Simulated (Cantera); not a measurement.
Input: 1 mol Zr, 37 mol N2, 2.6 mol H2, at 1377 °C and 0.000440 bar.

Cantera equilibrium calculation (NASA polynomials, part measured and part estimated; ideal gas, pure solids and liquids). Candidate condensed phases: Zr, ZrN; 11 gas species. ZrN: taken at fixed stoichiometry. The numbers say what is thermodynamically allowed, not how fast it happens.

Base state: N2 0.933, H2 0.0659, H 0.00111 (mole fractions); condensed: ZrN(s).

Question: What changes in the equilibrium state with this change: temperature from 1377 °C to 1127 °C?

Answer: 
| species | before | after |
|---|---|---|
| N2 | 0.933 | 0.933 |
| H2 | 0.0659 | 0.0665 |
| H | 0.00111 | 5.98e-5 |
| ZrN(s), mol | 1.00 | 1.00 |

Question: What changes in the equilibrium state with this change: Zr replaced by Cr?

Answer: 
```tsv
species	before	after
N2	0.933	0.914
H2	0.0659	0.0637
Cr	0	0.0209
H	0.00111	0.00109
ZrN(s), mol	1.00	0
Cr(s), mol	0	0.153
```
Further candidate phases: Cr, CrN, Cr2N.
